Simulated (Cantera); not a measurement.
Input (Python, Cantera) and output of one run.

```python
import numpy as np
import cantera as ct

gas_names = """
    Fe H H2 H2S N NH NH2 NH3 N2 N2H2 N2H4 S SH SN S2 S8
""".split()
cond_names = """
    Fe(a) Fe(c) Fe(d) Fe(L) FeS(a) FeS(b) FeS(c) FeS(L) FeS2(s) S(cr1) S(cr2) S(L)
""".split()


# ... load() reads the species with a 1 bar reference pressure and builds the phases ...
atoms = {
    'FeS2': {'Fe': 1, 'S': 2},
    'H2': {'H': 2},
    'N2': {'N': 2},
}
top_T = {'FeS2(s)': 1010}  # K; cautious upper limits of use, not melting points


# ... equilibrate(T, P, feed) seeds the gas with the atoms and calls Mixture.equilibrate('TP', solver="vcs", rtol=1e-11, max_steps=5000) ...
results = []
feed = {'FeS2': 1, 'H2': 36, 'N2': 0.64}  # mol
T = 1348.15  # K
P = 1800  # Pa
mix = equilibrate(T, P, feed)
results.append((T, P, feed, dict(zip(mix.species_names, mix.species_moles))))
x = sorted(zip(gas.X, gas.species_names), reverse=True)
print(f"T = {T:g} K  P = {P:g} Pa  gas = {mix.phase_moles(0):.4g} mol")
print("   x: " + "  ".join(f"{s} {v:.3e}" for v, s in x if v > 0.001))
print("   condensed (mol): " + ("  ".join(f"{mix.phase(i).name} {mix.phase_moles(i):.4g}"
      for i in range(1, mix.n_phases) if mix.phase_moles(i) > 1e-12) or "none"))
```

Result:

```
T = 1348.15 K  P = 1800 Pa  gas = 36.67 mol
   x: H2 9.559e-01  H2S 2.587e-02  N2 1.745e-02
   condensed (mol): FeS(c) 1
```

Equilibrium computed with Cantera from the NASA thermochemical tables; the gas is ideal and each condensed phase is pure. FeS: taken at fixed stoichiometry.
